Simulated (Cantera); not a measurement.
A perfectly stirred reactor is fed with H2 : O2 = 0.008 : 1 (molar parts), at 0.0263 atm; it is held at 1100 K, and followed from long to short residence time.

Computed with Cantera and the H2/O2 subset of GRI-Mech 3.0, which has no nitrogen chemistry. Radical loss at walls, strong at low pressure, is not modelled.

What does this change do: H2 0.008 to 0.057 parts?


| quantity | before | after |
|---|---|---|
| x(H2) at τ = 29.0 s | 8.94e-6 | 2.56e-5 |
| x(O2) at τ = 29.0 s | 0.992 | 0.944 |
| x(O) at τ = 29.0 s | 7.04e-5 | 9.82e-5 |
| x(H2O) at τ = 29.0 s | 0.00793 | 0.0553 |
| x(HO2) at τ = 29.0 s | 1.94e-7 | 6.45e-7 |
| x(H2) at τ = 0.230 s | 0.000135 | 0.000467 |
| x(O2) at τ = 0.230 s | 0.991 | 0.942 |
| x(O) at τ = 0.230 s | 0.00132 | 0.00224 |
| x(H2O) at τ = 0.230 s | 0.00768 | 0.0544 |
| x(HO2) at τ = 0.230 s | 1.33e-6 | 4.77e-6 |
The temperature is held fixed by assumption; the heat of reaction is taken as removed at once.

What does this change do: temperature 1100 to 1250 K?


```
quantity                 before     after
---------------------  --------  --------
x(H2) at τ = 29.0 s     8.94e-6   3.59e-6
x(O2) at τ = 29.0 s       0.992     0.992
x(O) at τ = 29.0 s      7.04e-5  0.000122
x(H2O) at τ = 29.0 s    0.00793   0.00791
x(HO2) at τ = 29.0 s    1.94e-7   1.11e-7
x(H2) at τ = 0.230 s   0.000135   5.75e-5
x(O2) at τ = 0.230 s      0.991     0.989
x(O) at τ = 0.230 s     0.00132   0.00229
x(H2O) at τ = 0.230 s   0.00768   0.00764
x(HO2) at τ = 0.230 s   1.33e-6   7.30e-7
```
